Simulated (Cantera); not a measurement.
Feed: 1 mol NF₃, 1 mol H₂O, 2.7 mol H₂, at 1150 K and 10.0 Pa.

These are equilibrium values from Cantera (NASA tables, ideal gas, pure condensed phases), not measurements of a reactor. Candidate condensed phases: H₂O; 40 gas species. The numbers say what is thermodynamically allowed, not how fast it happens.

Base state: HF 0.526, H₂ 0.211, H₂O 0.175, N₂ 0.0877 (mole fractions); condensed: gas only.

Question: What changes in the equilibrium state with this change: temperature from 1150 K to 2298 K?

Answer: 
```csv
species,before,after
HF,0.526,0.410
H,3.42e-6,0.297
H₂,0.211,0.0963
H₂O,0.175,0.0460
O,<1e-9,0.0481
OH,1.72e-8,0.0228
N₂,0.0877,0.0680
O₂,<1e-9,0.00959
F,<1e-9,0.00149
```

Question: What changes in the equilibrium state with this change: temperature from 1150 K to 2050 K?

Answer: 
| species | before | after |
|---|---|---|
| HF | 0.526 | 0.497 |
| H₂ | 0.211 | 0.164 |
| H₂O | 0.175 | 0.150 |
| H | 3.42e-6 | 0.0919 |
| N₂ | 0.0877 | 0.0827 |
| O | <1e-9 | 0.00370 |
| O₂ | <1e-9 | 0.00144 |
